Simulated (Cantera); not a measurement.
# Equilibrium for silicon oxide and oxynitride deposition: HMDSO + N₂O + H₂ + NO

Feed: 1 mol HMDSO, 1.8 mol N₂O, 1.2 mol H₂, 1.2 mol NO, equilibrated at 645 Torr.

Method: chemical equilibrium by Gibbs-energy minimisation in Cantera with the NASA 1993 tables (ideal gas, pure condensed phases). Candidate condensed phases: C, C₆H₆, C₇H₈, C₈H₁₈, H₂O, Si, SiC, SiO₂, Si₂N₂O, Si₃N₄; 151 gas species. The feed counts by its element totals alone. Mutual solubility and eutectic melting of coexisting phases are not modelled. The tables hold silica as quartz up to 1696 K and as liquid above; real silica turns to tridymite and cristobalite and melts near 1996 K. The numbers say what is thermodynamically allowed, not how fast it happens.

```json
[
 {"T (K)": "848", "x H₂": "0.585", "x N₂": "0.226", "x CH₄": "0.188", "x CO": "5.46e-6", "x NH₃": "0.000346", "x H₂O": "2.03e-5", "x HCN": "1.06e-7", "n C(graphite)": "4.00", "n SiO₂(β-quartz)": "2.00", "n Si₂N₂O(s)": "0"},
 {"T (K)": "898", "x H₂": "0.664", "x N₂": "0.214", "x CH₄": "0.122", "x CO": "2.19e-5", "x NH₃": "0.000265", "x H₂O": "3.17e-5", "x HCN": "3.16e-7", "n C(graphite)": "4.63", "n SiO₂(β-quartz)": "2.00", "n Si₂N₂O(s)": "0.000201"},
 {"T (K)": "948", "x H₂": "0.719", "x N₂": "0.205", "x CH₄": "0.0762", "x CO": "7.63e-5", "x NH₃": "0.000198", "x H₂O": "4.56e-5", "x HCN": "8.27e-7", "n C(graphite)": "5.11", "n SiO₂(β-quartz)": "2.00", "n Si₂N₂O(s)": "0.000476"},
 {"T (K)": "998", "x H₂": "0.753", "x N₂": "0.199", "x CH₄": "0.0475", "x CO": "0.000234", "x NH₃": "0.000148", "x H₂O": "6.19e-5", "x HCN": "1.95e-6", "n C(graphite)": "5.43", "n SiO₂(β-quartz)": "2.00", "n Si₂N₂O(s)": "0.00119"},
 {"T (K)": "1048", "x H₂": "0.773", "x N₂": "0.196", "x CH₄": "0.0300", "x CO": "0.000647", "x NH₃": "0.000111", "x H₂O": "8.05e-5", "x HCN": "4.20e-6", "n C(graphite)": "5.62", "n SiO₂(β-quartz)": "1.99", "n Si₂N₂O(s)": "0.00297"},
 {"T (K)": "1098", "x H₂": "0.785", "x N₂": "0.193", "x CH₄": "0.0194", "x CO": "0.00163", "x NH₃": "8.46e-5", "x H₂O": "0.000101", "x HCN": "8.44e-6", "n C(graphite)": "5.74", "n SiO₂(β-quartz)": "1.99", "n Si₂N₂O(s)": "0.00714"},
 {"T (K)": "1148", "x H₂": "0.792", "x N₂": "0.191", "x CH₄": "0.0128", "x CO": "0.00378", "x NH₃": "6.53e-5", "x H₂O": "0.000124", "x HCN": "1.59e-5", "n C(graphite)": "5.79", "n SiO₂(β-quartz)": "1.97", "n Si₂N₂O(s)": "0.0162"},
 {"T (K)": "1198", "x H₂": "0.795", "x N₂": "0.188", "x CH₄": "0.00871", "x CO": "0.00815", "x NH₃": "5.10e-5", "x H₂O": "0.000148", "x HCN": "2.82e-5", "n C(graphite)": "5.79", "n SiO₂(β-quartz)": "1.93", "n Si₂N₂O(s)": "0.0347"}
]
```
x: gas mole fraction; n: condensed amount in mol.

At 848 K the condensed part is C(graphite) + SiO₂(β-quartz). From 898 K to 1198 K the condensed part is C(graphite) + SiO₂(β-quartz) + Si₂N₂O(s).
